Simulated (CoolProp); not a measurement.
A single-stage vapour-compression cycle with the fluoroketone C6F12O (FK-5-1-12): evaporating at 282.15 K (dew point), condensing at 346.15 K (bubble point), superheat 10 K, subcooling 8 K, compressor efficiency 0.85, no pressure losses. Each further row changes one setting.

Computed with CoolProp (reference Helmholtz-energy equation of state, McLinden 2015).

```tsv
case	cooling COP	pressure ratio	discharge temperature (K)	refrigerating effect (kJ/kg)	volumetric capacity (kJ/m³)
as stated	2.28	11.1	346.1	45.4	118
evaporating temperature 287.15 K	2.71	8.73	346.1	49.6	161
condensing temperature 341.15 K	2.70	9.54	341.2	51.1	133
subcooling 13 K	2.57	11.1	346.1	51.1	133
superheat 20 K	2.51	11.1	346.1	54.0	135
compressor efficiency 0.75	2.01	11.1	346.1	45.4	118
```

The compression ends wet for: as stated; evaporating temperature 287.15 K; condensing temperature 341.15 K; subcooling 13 K; superheat 20 K; compressor efficiency 0.75.
